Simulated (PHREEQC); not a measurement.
Synthetic water in mg/L, 25 °C, pH 5.69, pe 1: Na 0.029; K 0.157; Ca 0.0353; Mg 0.00135; Cl 0.0993; S(6) as SO4 0.0296; Alkalinity as HCO3 0.23; Fe(2) 0.00375.

Na is adjusted to close the charge balance.
Valence states are taken as typed.

All values are PHREEQC results (ion-association model, phreeqc.dat), not measurements.

- ionic strength = 1.06e-5 mol/kgw

| species | molality | activity | log γ |
|---|---|---|---|
| CO2 | 2.66e-5 | 2.66e-5 | 0.000 |
| HCO3- | 5.81e-6 | 5.79e-6 | -0.002 |
| K+ | 4.01e-6 | 4.00e-6 | -0.002 |
| Cl- | 2.80e-6 | 2.79e-6 | -0.002 |
| H+ | 2.05e-6 | 2.04e-6 | -0.002 |
| Na+ | 1.16e-6 | 1.16e-6 | -0.002 |
| Ca+2 | 8.81e-7 | 8.67e-7 | -0.007 |

This is a speciation only: nothing precipitates in the calculation. Complexes and solids missing from the database can't appear.
